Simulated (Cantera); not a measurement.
Feed: 1 mol Si(CH3)4, 0.55 mol HCl, 28 mol H2, 0.11 mol C2H4, at 1350 °C and 8.40 mbar.

Method: chemical equilibrium by Gibbs-energy minimisation in Cantera with the NASA 1993 tables (ideal gas, pure condensed phases). Candidate condensed phases: C, C6H6, C7H8, C8H18, Si, SiC; 109 gas species. Rates play no part.

Base state: H2 0.983, HCl 0.0158, H 0.000748, C2H2 (acetylene) 3.43e-5, CH4 1.20e-5, SiCl2 1.01e-5 (mole fractions); condensed: C(graphite) + SiC(s).

Question: What changes in the equilibrium state with this change: temperature from 1350 °C to 1450 °C?

Answer: 
| species | before | after |
|---|---|---|
| H2 | 0.983 | 0.982 |
| HCl | 0.0158 | 0.0157 |
| H | 0.000748 | 0.00197 |
| C2H2 (acetylene) | 3.43e-5 | 8.90e-5 |
| SiCl2 | 1.01e-5 | 1.46e-5 |
| Cl | 9.45e-6 | 2.45e-5 |
| CH4 | 1.20e-5 | 8.15e-6 |
| C(graphite), mol | 3.22 | 3.21 |
| SiC(s), mol | 1.000 | 0.999 |
